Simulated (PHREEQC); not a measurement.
Dissolve 0.0043 mol NiSO4, 0.00019 mol H3BO3 and 0.23 mol NiCl2 per kg of water at 25 °C. Closed to the air; pH follows from the charge balance.

Computed with PHREEQC (ion-association model, wateq4f.dat).

Precipitation was switched off in this run.

### Question
Order these Ni species by the share of Ni that they hold, largest first: Ni+2, NiCl2, NiCl+, NiSO4.

### Answer
Ni+2 (72 %), NiCl+ (17 %), NiCl2 (9.7 %), NiSO4 (1.2 %)

The pH is 5.58 and the ionic strength 0.548 mol/kgw. Complexes and solids missing from the database can't appear.
